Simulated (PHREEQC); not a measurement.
HCl is added in steps, without added water, to 1 kg of water holding 0.021 mol HF, 0.00042 mol NaOH and 0.00031 mol KCl, at 22 °C. O2 is buffered at 0.21 atm. The system is closed to CO2. Precipitation was switched off in this run.

Base run: PHREEQC, ion-association model, wateq4f.dat. Each further column changes one thing. The table gives F- (mol/kgw).

```tsv
HCl added (mol)	base	temperature from 22 to 80 °C	HF from 0.021 to 0.0231 mol/kgw	NaOH from 0.00042 to 0.00063 mol/kgw	solids may form
0	0.00364	0.00228	0.00380	0.00374	0.00364
0.003167	0.00252	0.00125	0.00268	0.00258	0.00252
0.007917	0.00162	0.000675	0.00174	0.00165	0.00162
0.01108	0.00129	0.000513	0.00139	0.00131	0.00129
0.01583	0.000985	0.000379	0.00107	0.000996	0.000985
0.019	0.000852	0.000324	0.000926	0.000861	0.000852
0.02217	0.000752	0.000284	0.000817	0.000758	0.000752
0.02692	0.000640	0.000240	0.000697	0.000645	0.000640
0.03008	0.000584	0.000219	0.000635	0.000588	0.000584
0.03483	0.000516	0.000193	0.000562	0.000519	0.000516
0.038	0.000480	0.000179	0.000523	0.000483	0.000480
```

wateq4f.dat counts part of the HF as a dimer, H2F2, which phreeqc.dat doesn't know; its constant is uncertain. Away from 25 °C the constants follow the database's enthalpies or fits; those with neither stay at their 25 °C values. Solids allowed in the column 'solids may form': Halite.
